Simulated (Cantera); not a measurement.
A closed system holds: 1 mol MgCO3, 0.06 mol SO3, 0.14 mol O2, held at 0.230 bar.

Method: chemical equilibrium by Gibbs-energy minimisation in Cantera with the NASA 1993 tables (ideal gas, pure condensed phases). Candidate condensed phases: C, Mg, MgCO3, MgO, MgS, MgSO4, S; 26 gas species. The numbers say what is thermodynamically allowed, not how fast it happens.

x: gas mole fraction; n: condensed amount in mol.

| T (K) | x CO2 | x O2 | x SO2 | x CO | x SO3 | n MgO(s) |
|---|---|---|---|---|---|---|
| 1225 | 0.814 | 0.137 | 0.0471 | 1.42e-7 | 0.00177 | 1.00 |
| 1300 | 0.813 | 0.138 | 0.0478 | (withheld) | (withheld) | 1.00 |
| 1375 | 0.813 | 0.138 | 0.0482 | 2.89e-6 | 0.000644 | 1.00 |
| 1450 | 0.813 | 0.138 | 0.0484 | 1.03e-5 | 0.000420 | 1.00 |
| 1525 | 0.813 | 0.138 | 0.0485 | 3.23e-5 | 0.000285 | 1.00 |
| 1600 | 0.813 | 0.138 | 0.0486 | 9.09e-5 | 0.000201 | 1.00 |
| 1675 | 0.813 | 0.138 | 0.0486 | 0.000233 | 0.000146 | 1.00 |
| 1750 | 0.812 | 0.138 | 0.0487 | (withheld) | (withheld) | 1.00 |
| 1825 | 0.811 | 0.139 | 0.0487 | 0.00121 | 8.38e-5 | 1.00 |
| 1900 | 0.809 | 0.139 | 0.0486 | 0.00248 | 6.57e-5 | 1.00 |

Q: Complete the blanks.

A: 
- 1300, x CO: 6.99e-7
- 1300, x SO3: 0.00104
- 1750, x CO: 0.000550
- 1750, x SO3: 0.000109
